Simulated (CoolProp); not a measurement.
A single-stage vapour-compression cycle with CH2F2 (R32): evaporating at 261.15 K (dew point), condensing at 326.15 K (bubble point), superheat 2 K, subcooling 5 K, compressor efficiency 0.9, no pressure losses. Each further row changes one setting.

Values from CoolProp's reference Helmholtz-energy equation of state, Tillner-Roth 1997.

```json
[
 {"case": "as stated", "cooling COP": "___", "pressure ratio": "6.19", "discharge temperature (K)": "387.4", "refrigerating effect (kJ/kg)": "222", "volumetric capacity (kJ/m³)": "3250"},
 {"case": "evaporating temperature 266.15 K", "cooling COP": "2.85", "pressure ratio": "5.21", "discharge temperature (K)": "___", "refrigerating effect (kJ/kg)": "224", "volumetric capacity (kJ/m³)": "3880"},
 {"case": "condensing temperature 321.15 K", "cooling COP": "2.86", "pressure ratio": "5.52", "discharge temperature (K)": "___", "refrigerating effect (kJ/kg)": "233", "volumetric capacity (kJ/m³)": "___"},
 {"case": "subcooling 10 K", "cooling COP": "___", "pressure ratio": "6.19", "discharge temperature (K)": "387.4", "refrigerating effect (kJ/kg)": "234", "volumetric capacity (kJ/m³)": "3420"},
 {"case": "superheat 12 K", "cooling COP": "2.50", "pressure ratio": "6.19", "discharge temperature (K)": "___", "refrigerating effect (kJ/kg)": "233", "volumetric capacity (kJ/m³)": "3220"},
 {"case": "compressor efficiency 0.8", "cooling COP": "2.25", "pressure ratio": "6.19", "discharge temperature (K)": "396.1", "refrigerating effect (kJ/kg)": "222", "volumetric capacity (kJ/m³)": "3250"}
]
```

### Question
Complete the blanks.

### Answer

- as stated, cooling COP: 2.53
- evaporating temperature 266.15 K, discharge temperature (K): 381.2
- condensing temperature 321.15 K, discharge temperature (K): 378.6
- condensing temperature 321.15 K, volumetric capacity (kJ/m³): 3410
- subcooling 10 K, cooling COP: 2.66
- superheat 12 K, discharge temperature (K): 400.1
